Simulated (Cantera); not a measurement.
Feed: 1 mol AlCl₃, 48 mol NH₃, 23 mol N₂, held at 1498.15 K and 133 Pa.

Equilibrium computed with Cantera from the NASA thermochemical tables; the gas is ideal and each condensed phase is pure. Candidate condensed phases: Al, AlCl₃, AlN, NH₄Cl; 20 gas species. The tables' values for AlCl₂ are old estimates; treat these amounts as uncertain. Kinetics and transport are ignored.

Base state: H₂ 0.587, N₂ 0.388, HCl 0.0159, AlCl 0.00778, H 0.000361, AlCl₂ 0.000357, AlCl₃ 0.000128 (mole fractions); condensed: gas only.

**Question.** What changes in the equilibrium state with this change: temperature from 1498.15 K to 1423 K?

**Answer.** 
```
species        before     after
-----------  --------  --------
H₂              0.587     0.588
N₂              0.388     0.388
HCl            0.0159    0.0186
AlCl          0.00778   0.00429
AlCl₃        0.000128  0.000399
H            0.000361  0.000139
AlCl₂        0.000357  0.000403
AlN(s), mol         0     0.387
```
